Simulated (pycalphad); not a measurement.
Source of the numbers: pycalphad with the COST 507 light-alloy database (1999); pressure 1 atm. No gas phase is included, though pure Mg would boil below 1650 K. These are 1990s assessments: newer ones move some temperatures and phases. Diffusion is slow at the low end, where real alloys seldom reach equilibrium.

Q: How does the equilibrium phase assembly of Al-0.2727Si-7.163Mg (wt.%) change on cooling from 1650 K to 370 K?

A: 
```csv
T (K),phases above,phases below
895.7,liquid,fcc + liquid
843.6,fcc + liquid,fcc + liquid + MG2SI
820.7,fcc + liquid + MG2SI,fcc + MG2SI
569.4,fcc + MG2SI,ALMG_BETA + fcc + MG2SI
```
Changes were sought between steps of 40 K, so a narrower field can be missed.

Database names, with the compositions (at.%) that they take in these runs: MG2SI: Mg 67 Si 33; ALMG_BETA: Al 61 Mg 39.
